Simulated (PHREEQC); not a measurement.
Solution A (0.29 mol/kgw KH2PO4, 0.14 mol/kgw HCl and 4.6e-05 mol/kgw ZnSO4) is mixed with solution B (7.2 mmol/kgw H3PO4, 2.3 mmol/kgw KOH and 4.4 mmol/kgw KCl) at 25 °C; shares are by mass of water, 1 kg in all. O2 is buffered at 0.21 atm. CO2 from the air is kept out. Only these solids could form: Zn(OH)2-e, Zn4(OH)6SO4, Zn5(OH)8Cl2, Zn3(PO4)2:4w, Goslarite.

Model: ion-association model, wateq4f.dat, run in PHREEQC.

```csv
share of solution B,pH,Zn+2 (mol/kgw),SO4-2 (mol/kgw),H2PO4- (mol/kgw),H3PO4 (mol/kgw),KSO4- (mol/kgw),HSO4- (mol/kgw)
0,2.09,4.12e-5,2.60e-5,0.160,0.130,1.26e-5,7.39e-6
0.05,2.09,3.93e-5,[?],0.153,0.123,1.17e-5,7.09e-6
0.15,2.10,3.54e-5,2.27e-5,0.138,0.110,9.94e-6,6.48e-6
0.2,2.11,3.35e-5,2.15e-5,0.130,0.103,9.10e-6,6.16e-6
0.25,2.12,3.15e-5,2.04e-5,0.123,0.0966,8.29e-6,5.84e-6
0.35,[?],2.75e-5,1.80e-5,0.108,[?],6.72e-6,5.18e-6
0.4,2.14,2.55e-5,1.68e-5,0.1000,0.0769,5.98e-6,4.84e-6
0.45,2.15,2.35e-5,1.55e-5,[?],0.0703,5.26e-6,4.50e-6
0.55,2.17,[?],1.30e-5,0.0771,0.0573,3.90e-6,[?]
0.6,2.18,1.73e-5,1.17e-5,0.0695,0.0508,3.27e-6,3.40e-6
0.65,2.19,[?],1.04e-5,0.0618,0.0444,2.67e-6,3.02e-6
0.75,2.23,1.10e-5,7.69e-6,0.0463,0.0316,1.60e-6,2.21e-6
0.8,2.25,8.86e-6,6.28e-6,0.0385,0.0253,1.14e-6,1.78e-6
0.85,2.28,6.69e-6,4.82e-6,0.0306,0.0190,[?],1.34e-6
0.95,2.40,2.26e-6,1.73e-6,0.0142,0.00714,1.38e-7,4.29e-7
1,2.56,0,0,0.00528,0.00192,0,0
```

### Question
Fill in the missing entries.

### Answer

- 0.05, SO4-2 (mol/kgw): 2.49e-5
- 0.35, pH: 2.13
- 0.35, H3PO4 (mol/kgw): 0.0834
- 0.45, H2PO4- (mol/kgw): 0.0924
- 0.55, Zn+2 (mol/kgw): 1.94e-5
- 0.55, HSO4- (mol/kgw): 3.78e-6
- 0.65, Zn+2 (mol/kgw): 1.53e-5
- 0.85, KSO4- (mol/kgw): 7.32e-7

Species that the database lacks are ignored. H3PO4, which wateq4f.dat lacks, is added to it with the constant of phreeqc.dat. The database has no phosphate complexes of Zn.
